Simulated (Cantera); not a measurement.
Moist CO burnout

An isothermal, constant-pressure homogeneous reactor starts with 0.659 % CO, 4.80 % O₂, 0.348 % H₂O, 94.2 % N₂, equivalence ratio 0.069, at 1450 K and 0.464 atm.

Model: GRI-Mech 3.0 (53 species, 325 reactions), integrated in Cantera.

```
t (s)         x CO    x O₂    x H₂O       x O     x NO₂      x H₂
--------  --------  ------  -------  --------  --------  --------
1.00e-5    0.00659  0.0480  0.00348   1.92e-9    <1e-12    <1e-12
3.03e-5    0.00659  0.0480  0.00348   5.77e-9    <1e-12    <1e-12
9.20e-5    0.00659  0.0480  0.00348   1.74e-8    <1e-12  6.46e-12
0.000279   0.00659  0.0480  0.00348   5.85e-8    <1e-12  1.62e-10
0.000847   0.00659  0.0480  0.00348   4.98e-7    <1e-12   5.92e-9
0.00257    0.00637  0.0478  0.00344  0.000158    <1e-12   3.32e-6
0.00779   0.000876  0.0447  0.00324   0.00103  6.65e-10   3.79e-5
0.0236     5.89e-5  0.0448  0.00344   9.56e-5   2.79e-9   3.69e-6
0.0717     5.33e-6  0.0449  0.00348   1.14e-5   3.83e-9   4.33e-7
0.217      5.95e-7  0.0449  0.00349   2.15e-6   2.93e-9   8.01e-8
0.659      1.40e-7  0.0449  0.00349   7.67e-7   2.42e-9   2.82e-8
2.00       1.03e-7  0.0449  0.00349   6.25e-7   2.39e-9   2.30e-8
```
x: mole fraction; the columns are a selection and need not sum to one.

Equilibrium at this temperature and pressure: CO 1.04e-7, O₂ 0.0446, H₂O 0.00349, O 6.23e-7, NO₂ 9.52e-7, H₂ 2.30e-8 (gas phase only).
